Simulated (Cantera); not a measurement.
Charge: 1 mol CF₄, 0.019 mol F₂, 0.86 mol H₂, equilibrated at 225 Torr.

These are equilibrium values from Cantera (NASA tables, ideal gas, pure condensed phases), not measurements of a reactor. Candidate condensed phases: C, C₆H₆, C₇H₈, C₈H₁₈; 110 gas species. Ions and electrons are included (thermal ionisation). The tables' values for C₂F₄ are old estimates; treat these amounts as uncertain. Gases not in the tables: C₂F₆ and larger saturated fluorocarbons. Kinetics and transport are ignored.

x: gas mole fraction; n: condensed amount in mol.

```csv
T (°C),x HF,x F,x H,x CF₂,x C,x CF₄,x CF,x C₃,x C₂,x CF₃,n C(graphite)
2227,0.639,0.0715,3.94e-5,0.174,5.55e-7,0.102,0.00233,1.66e-6,1.53e-7,0.0104,0.222
2727,[?],[?],[?],0.163,[?],[?],[?],[?],[?],[?],[?]
3227,0.396,0.429,0.0144,0.0281,0.00696,2.42e-6,0.0839,0.0338,0.00539,6.74e-5,0
3727,[?],[?],[?],[?],[?],[?],[?],[?],[?],[?],0
4227,0.0769,0.570,0.206,0.000191,0.106,3.08e-11,0.0234,0.00419,0.0116,3.82e-8,0
4727,0.0187,0.590,0.243,1.45e-5,0.137,<1e-12,0.00694,0.000251,0.00376,1.14e-9,0
```

### Question
Some entries are withheld; supply them.

### Answer

- 3727, x HF: 0.247
- 3727, x F: 0.514
- 3727, x H: 0.0987
- 3727, x CF₂: 0.00232
- 3727, x C: 0.0423
- 3727, x CF₄: 6.06e-9
- 3727, x CF: 0.0550
- 3727, x C₃: 0.0237
- 3727, x C₂: 0.0143
- 3727, x CF₃: 1.41e-6
- 2727, x HF: 0.497
- 2727, x F: 0.300
- 2727, x H: 0.000853
- 2727, x C: 0.000169
- 2727, x CF₄: 0.00119
- 2727, x CF: 0.0347
- 2727, x C₃: 0.00104
- 2727, x C₂: 0.000106
- 2727, x CF₃: 0.00219
- 2727, n C(graphite): 0.292
